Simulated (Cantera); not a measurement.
An adiabatic, constant-pressure homogeneous reactor starts with CH3OH : O2 : N2 : H2O = 1 : 2.24 : 8.42 : 0.68 (molar parts), equivalence ratio 0.67, at 1775 K and 5.00 bar. Integrator tolerance rtol = 1e-08.

Cantera simulation using GRI-Mech 3.0 (53 species, 325 reactions); the numbers are that mechanism's predictions, not measurements. GRI-Mech 3.0 was tuned for natural gas; its chemistry of methanol as a main component is partial and can be far from experiment.

Q: What does this change do: initial temperature 1775 to 973 K?

A: 
```json
[
 {"quantity": "time of steepest temperature rise", "before": "6.53 µs", "after": "0.276 s"},
 {"quantity": "temperature at 9.00 s", "before": "2744 K", "after": "2249 K"},
 {"quantity": "equilibrium temperature", "before": "2744 K", "after": "2249 K"},
 {"quantity": "x(CH3OH) at 9.00 s", "before": "<1e-12 (gas-phase equilibrium <1e-12)", "after": "<1e-12 (gas-phase equilibrium <1e-12)"},
 {"quantity": "x(O2) at 9.00 s", "before": "0.0529 (gas-phase equilibrium 0.0529)", "after": "0.0540 (gas-phase equilibrium 0.0540)"},
 {"quantity": "x(H2O) at 9.00 s", "before": "0.188 (gas-phase equilibrium 0.188)", "after": "0.206 (gas-phase equilibrium 0.206)"},
 {"quantity": "x(HCO) at 9.00 s", "before": "1.78e-8 (gas-phase equilibrium 1.78e-8)", "after": "1.10e-10 (gas-phase equilibrium 1.10e-10)"},
 {"quantity": "x(C2H6) at 9.00 s", "before": "<1e-12 (gas-phase equilibrium <1e-12)", "after": "<1e-12 (gas-phase equilibrium <1e-12)"},
 {"quantity": "x(H) at 9.00 s", "before": "0.00241 (gas-phase equilibrium 0.00241)", "after": "8.27e-5 (gas-phase equilibrium 8.27e-5)"}
]
```
Below about 1000 K GRI-Mech 3.0 lacks low-temperature oxidation paths.

Q: What does this change do: CH3OH 1 to 2.6 parts?

A: 
```csv
quantity,before,after
time of steepest temperature rise,6.53 µs,4.73 µs
temperature at 9.00 s,2744 K,2838 K
equilibrium temperature,2744 K,2838 K
x(CH3OH) at 9.00 s,<1e-12 (gas-phase equilibrium <1e-12),<1e-12 (gas-phase equilibrium <1e-12)
x(O2) at 9.00 s,0.0529 (gas-phase equilibrium 0.0529),0.000975 (gas-phase equilibrium 0.000975)
x(H2O) at 9.00 s,0.188 (gas-phase equilibrium 0.188),0.243 (gas-phase equilibrium 0.243)
x(HCO) at 9.00 s,1.78e-8 (gas-phase equilibrium 1.78e-8),6.22e-7 (gas-phase equilibrium 6.22e-7)
x(C2H6) at 9.00 s,<1e-12 (gas-phase equilibrium <1e-12),<1e-12 (gas-phase equilibrium <1e-12)
x(H) at 9.00 s,0.00241 (gas-phase equilibrium 0.00241),0.0125 (gas-phase equilibrium 0.0125)
```

Q: What does this change do: N2 8.42 to 16 parts?

A: 
| quantity | before | after |
|---|---|---|
| time of steepest temperature rise | 6.53 µs | 9.06 µs |
| temperature at 9.00 s | 2744 K | 2509 K |
| equilibrium temperature | 2744 K | 2509 K |
| x(CH3OH) at 9.00 s | <1e-12 (gas-phase equilibrium <1e-12) | <1e-12 (gas-phase equilibrium <1e-12) |
| x(O2) at 9.00 s | 0.0529 (gas-phase equilibrium 0.0529) | 0.0323 (gas-phase equilibrium 0.0323) |
| x(H2O) at 9.00 s | 0.188 (gas-phase equilibrium 0.188) | 0.125 (gas-phase equilibrium 0.125) |
| x(HCO) at 9.00 s | 1.78e-8 (gas-phase equilibrium 1.78e-8) | 1.56e-9 (gas-phase equilibrium 1.56e-9) |
| x(C2H6) at 9.00 s | <1e-12 (gas-phase equilibrium <1e-12) | <1e-12 (gas-phase equilibrium <1e-12) |
| x(H) at 9.00 s | 0.00241 (gas-phase equilibrium 0.00241) | 0.000519 (gas-phase equilibrium 0.000519) |
